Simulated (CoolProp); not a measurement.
Saturation properties of R125 (Tc = 66.0 °C, pc = 3.618 MPa, ω = 0.305).

The numbers come from the reference Helmholtz-energy equation of state, Lemmon 2005 in CoolProp.

```json
[
 {"T (°C)": "-89.85", "p (MPa)": "0.007374", "vapour density (kg/m³)": "0.5845", "liquid cp (kJ/(kg K))": "1.045", "liquid conductivity (mW/(m K))": "111"},
 {"T (°C)": "-80.15", "p (MPa)": "0.01530", "vapour density (kg/m³)": "1.158", "liquid cp (kJ/(kg K))": "1.058", "liquid conductivity (mW/(m K))": "106"},
 {"T (°C)": "-70.45", "p (MPa)": "0.02924", "vapour density (kg/m³)": "2.120", "liquid cp (kJ/(kg K))": "1.073", "liquid conductivity (mW/(m K))": "102"},
 {"T (°C)": "-60.75", "p (MPa)": "0.05208", "vapour density (kg/m³)": "3.637", "liquid cp (kJ/(kg K))": "1.090", "liquid conductivity (mW/(m K))": "97.2"},
 {"T (°C)": "-51.05", "p (MPa)": "0.08742", "vapour density (kg/m³)": "5.910", "liquid cp (kJ/(kg K))": "1.109", "liquid conductivity (mW/(m K))": "92.7"},
 {"T (°C)": "-41.25", "p (MPa)": "0.1401", "vapour density (kg/m³)": "9.216", "liquid cp (kJ/(kg K))": "1.129", "liquid conductivity (mW/(m K))": "88.1"},
 {"T (°C)": "-31.55", "p (MPa)": "0.2139", "vapour density (kg/m³)": "13.77", "liquid cp (kJ/(kg K))": "1.153", "liquid conductivity (mW/(m K))": "83.7"},
 {"T (°C)": "-21.85", "p (MPa)": "0.3146", "vapour density (kg/m³)": "19.94", "liquid cp (kJ/(kg K))": "1.179", "liquid conductivity (mW/(m K))": "79.4"},
 {"T (°C)": "-12.15", "p (MPa)": "0.4479", "vapour density (kg/m³)": "28.13", "liquid cp (kJ/(kg K))": "1.209", "liquid conductivity (mW/(m K))": "75.1"},
 {"T (°C)": "-2.45", "p (MPa)": "0.6201", "vapour density (kg/m³)": "38.87", "liquid cp (kJ/(kg K))": "1.245", "liquid conductivity (mW/(m K))": "70.9"},
 {"T (°C)": "7.25", "p (MPa)": "0.8378", "vapour density (kg/m³)": "52.87", "liquid cp (kJ/(kg K))": "1.288", "liquid conductivity (mW/(m K))": "66.8"},
 {"T (°C)": "16.95", "p (MPa)": "1.108", "vapour density (kg/m³)": "71.13", "liquid cp (kJ/(kg K))": "1.345", "liquid conductivity (mW/(m K))": "62.7"},
 {"T (°C)": "26.75", "p (MPa)": "1.443", "vapour density (kg/m³)": "95.42", "liquid cp (kJ/(kg K))": "1.424", "liquid conductivity (mW/(m K))": "58.7"},
 {"T (°C)": "36.45", "p (MPa)": "1.843", "vapour density (kg/m³)": "127.8", "liquid cp (kJ/(kg K))": "1.543", "liquid conductivity (mW/(m K))": "54.8"}
]
```

It boils at -48.1 °C under 1 atm.

Thermal conductivity comes from a separate model (Perkins 2006).
